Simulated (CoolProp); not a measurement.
Vapour-liquid equilibrium of benzene (1) + p-xylene (2) at 242 kPa; x and y are mole fractions of (1).

Computed with CoolProp (multi-fluid Helmholtz-energy mixture model, Thol 2012 and Zhou 2012; pair parameters Bell 2016).

```csv
x,bubble temperature (°C),y at the bubble point,dew temperature at overall composition x (°C),liquid density (mol/L)
0.05,?,0.148,172.4,6.887
0.2,154.5,0.476,?,7.323
0.35,142.8,0.679,160.5,7.768
0.5,133.1,0.807,153.3,8.226
0.65,125.2,0.891,144.7,?
0.8,118.6,0.948,133.8,9.215
0.95,113.0,0.989,?,9.761
```

Task: What belongs in the gaps?

Result: 
- 0.05, bubble temperature (°C): 168.8
- 0.2, dew temperature at overall composition x (°C): 166.8
- 0.65, liquid density (mol/L): 8.706
- 0.95, dew temperature at overall composition x (°C): 118.4

No azeotrope shows between x = 0.05 and 0.95.

Pair parameters are fitted to limited data, so mixtures are less certain than the pure fluids.
